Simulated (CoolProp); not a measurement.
Chloromethane (R40) at several states: Z from the reference equation and from simpler models built on Tc = 418.6 K, pc = 69.29 bar, ω = 0.150; each cubic takes its own stable root.

The numbers come from the reference Helmholtz-energy equation of state, Thol 2014 in CoolProp.

```
T (K)  p (bar)   phase  reference
-----  -------  ------  ---------
370      0.133     gas     0.9989
499.5     22.1     gas     0.9340
290.2       44  liquid    0.09839
```

### Question
How far does each simpler model (van der Waals, Redlich-Kwong, Soave-Redlich-Kwong, Peng-Robinson) lie from the reference over these 3 states: mean and median of the absolute difference, and the worst?

### Answer
- van der Waals: mean 19.8 %, median 0.2 %, worst +59.3 % at 290.2 K and 44 bar
- Redlich-Kwong: mean 3.5 %, median 0.0 %, worst +10.4 % at 290.2 K and 44 bar
- Soave-Redlich-Kwong: mean 2.9 %, median 0.5 %, worst +8.3 % at 290.2 K and 44 bar
- Peng-Robinson: mean 1.6 %, median 0.6 %, worst -4.1 % at 290.2 K and 44 bar
